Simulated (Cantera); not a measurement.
# Dilute partial oxidation

An isothermal, constant-pressure homogeneous reactor starts with 0.337 % CH2O, 0.417 % O2, 99.2 % N2, at 1275 K and 1.01 bar.

Detailed kinetics in Cantera: GRI-Mech 3.0 (53 species, 325 reactions).

```json
[
 {"t (s)": "0.000200", "x CH2O": "0.00337", "x O2": "0.00417", "x NO2": "<1e-12", "x CH2": "<1e-12", "x C2H2": "<1e-12", "x HCO": "1.86e-8", "x CH2CO": "<1e-12"},
 {"t (s)": "0.000446", "x CH2O": "0.00335", "x O2": "0.00416", "x NO2": "<1e-12", "x CH2": "<1e-12", "x C2H2": "<1e-12", "x HCO": "7.32e-8", "x CH2CO": "<1e-12"},
 {"t (s)": "0.000993", "x CH2O": "0.00297", "x O2": "0.00409", "x NO2": "<1e-12", "x CH2": "1.96e-11", "x C2H2": "<1e-12", "x HCO": "7.57e-7", "x CH2CO": "9.01e-12"},
 {"t (s)": "0.00221", "x CH2O": "5.96e-5", "x O2": "0.00355", "x NO2": "<1e-12", "x CH2": "9.15e-11", "x C2H2": "<1e-12", "x HCO": "4.42e-7", "x CH2CO": "2.66e-10"},
 {"t (s)": "0.00493", "x CH2O": "1.75e-11", "x O2": "0.00171", "x NO2": "1.36e-10", "x CH2": "<1e-12", "x C2H2": "<1e-12", "x HCO": "2.33e-9", "x CH2CO": "<1e-12"},
 {"t (s)": "0.0110", "x CH2O": "2.21e-12", "x O2": "0.00117", "x NO2": "2.46e-10", "x CH2": "<1e-12", "x C2H2": "<1e-12", "x HCO": "3.38e-10", "x CH2CO": "<1e-12"},
 {"t (s)": "0.0245", "x CH2O": "<1e-12", "x O2": "0.000921", "x NO2": "4.58e-10", "x CH2": "<1e-12", "x C2H2": "<1e-12", "x HCO": "2.91e-11", "x CH2CO": "<1e-12"},
 {"t (s)": "0.0546", "x CH2O": "<1e-12", "x O2": "0.000829", "x NO2": "1.11e-9", "x CH2": "<1e-12", "x C2H2": "<1e-12", "x HCO": "1.50e-12", "x CH2CO": "<1e-12"},
 {"t (s)": "0.122", "x CH2O": "<1e-12", "x O2": "0.000801", "x NO2": "2.68e-9", "x CH2": "<1e-12", "x C2H2": "<1e-12", "x HCO": "<1e-12", "x CH2CO": "<1e-12"},
 {"t (s)": "0.271", "x CH2O": "<1e-12", "x O2": "0.000795", "x NO2": "4.58e-9", "x CH2": "<1e-12", "x C2H2": "<1e-12", "x HCO": "<1e-12", "x CH2CO": "<1e-12"},
 {"t (s)": "0.604", "x CH2O": "<1e-12", "x O2": "0.000793", "x NO2": "4.87e-9", "x CH2": "<1e-12", "x C2H2": "<1e-12", "x HCO": "<1e-12", "x CH2CO": "<1e-12"},
 {"t (s)": "1.35", "x CH2O": "<1e-12", "x O2": "0.000793", "x NO2": "3.40e-9", "x CH2": "<1e-12", "x C2H2": "<1e-12", "x HCO": "<1e-12", "x CH2CO": "<1e-12"},
 {"t (s)": "3.00", "x CH2O": "<1e-12", "x O2": "0.000793", "x NO2": "1.98e-9", "x CH2": "<1e-12", "x C2H2": "<1e-12", "x HCO": "<1e-12", "x CH2CO": "<1e-12"}
]
```
x: mole fraction; the columns are a selection and need not sum to one.

Equilibrium at this temperature and pressure: CH2O <1e-12, O2 0.000782, NO2 1.70e-8, CH2 <1e-12, C2H2 <1e-12, HCO <1e-12, CH2CO <1e-12 (gas phase only).
